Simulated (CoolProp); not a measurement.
Vapour-liquid equilibrium of C2F6 (R116) (1) + propane (2) at 3.95 bar; x and y are mole fractions of (1).

The numbers come from the multi-fluid Helmholtz-energy mixture model, Lemmon 2006 and Lemmon 2009; pair parameters Bell 2016 in CoolProp.

Problem. Give the bubble temperature and the first vapour's composition at x = 0.05, 0.125, 0.2. Is there an azeotrope?

Solution. x = 0.05: -24.3 °C, y = 0.469; x = 0.125: -37.2 °C, y = 0.689; x = 0.2: -42.0 °C, y = 0.752. No azeotrope shows between x = 0.05 and 0.95.

Pair parameters are fitted to limited data, so mixtures are less certain than the pure fluids. With so large a gap from Raoult's law the liquid may split in two, which this calculation doesn't test in full.
